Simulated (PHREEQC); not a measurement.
Solution (20 °C): 0.14 mol HCl and 0.00081 mol CuSO4 per kg of water. Closed to the air; pH follows from the charge balance.

Computed with PHREEQC (ion-association model, phreeqc.dat).

Question: The ionic strength comes out as 0.142 mol/kgw. What activity coefficients do HSO4-, Cu+2, CuCl+, H+, SO4-2 get?

Answer: HSO4- 0.76, Cu+2 0.36, CuCl+ 0.75, H+ 0.81, SO4-2 0.33.

This is a speciation only: nothing precipitates in the calculation. Complexes and solids missing from the database can't appear.
